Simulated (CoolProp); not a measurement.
A simple Rankine cycle with R11: condensing at 316.15 K, boiler at 0.756 MPa, turbine inlet 409.2 K, turbine efficiency 0.9, pump efficiency 0.6, no recuperator. Each further row changes one setting.

Model: reference Helmholtz-energy equation of state, Jacobsen 1992, in CoolProp.

| case | thermal efficiency (%) | net work (kJ/kg) | heat in (kJ/kg) | turbine exit temperature (K) | volume ratio over the turbine |
|---|---|---|---|---|---|
| as stated | 11.5 | 26.0 | 227 | 358.5 | 3.70 |
| turbine inlet 429.2 K | 11.5 | 27.7 | 241 | 377.6 | 3.68 |
| condensing temperature 308.15 K | 13.1 | 30.6 | 234 | 350.2 | 4.69 |
| boiler pressure 0.529 MPa | 8.7 | 20.1 | 230 | 372.2 | 2.61 |
| turbine efficiency 0.8 | 10.2 | 23.0 | 227 | 363.1 | 3.76 |
